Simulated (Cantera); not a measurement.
## B2O3 + H2O (boron, boron nitride and boron oxide)

Feed: 1 mol B2O3, a varied amount of H2O, at 2275 K and 0.435 Torr.

These are equilibrium values from Cantera (NASA tables, ideal gas, pure condensed phases), not measurements of a reactor. Candidate condensed phases: B, B2O3, B3O3H3, H2O; 23 gas species. Kinetics and transport are ignored.

```csv
n(H2O) (mol),log p B2O3,log p HBO2,log p BO,log p BO2,log p H,log p H2O,log p H2,log p O,log p OH,log p O2
0.07,-3.43,-4.31,-4.15,-4.17,-5.01,-6.01,-5.88,-5.24,-5.95,-5.75
0.13,-3.48,-4.09,-4.20,-4.17,-4.79,-5.52,-5.44,-5.19,-5.68,-5.65
0.2,-3.53,-3.95,-4.25,-4.17,-4.65,-5.19,-5.16,-5.14,-5.49,-5.54
0.26,-3.58,-3.88,-4.29,-4.17,-4.58,-5.00,-5.01,-5.10,-5.37,-5.46
0.32,-3.62,-3.83,-4.33,-4.17,-4.52,-4.85,-4.90,-5.06,-5.28,-5.39
0.39,-3.67,-3.78,-4.37,-4.18,-4.47,-4.72,-4.81,-5.02,-5.19,-5.31
0.45,-3.71,-3.76,-4.41,-4.18,-4.44,-4.62,-4.74,-4.99,-5.13,-5.25
0.51,-3.74,-3.74,-4.44,-4.19,-4.42,-4.54,-4.69,-4.97,-5.08,-5.20
0.57,-3.78,-3.72,-4.47,-4.20,-4.39,-4.47,-4.64,-4.94,-5.03,-5.15
0.64,-3.82,-3.71,-4.50,-4.21,-4.37,-4.41,-4.60,-4.92,-4.99,-5.11
0.7,-3.86,-3.70,-4.53,-4.21,-4.35,-4.35,-4.57,-4.90,-4.95,-5.07
```
log p: log10 of the partial pressure in bar; nothing condenses.

From 0.07 mol H2O to 0.7 mol H2O nothing is condensed. The main B-bearing gas is B2O3 throughout.
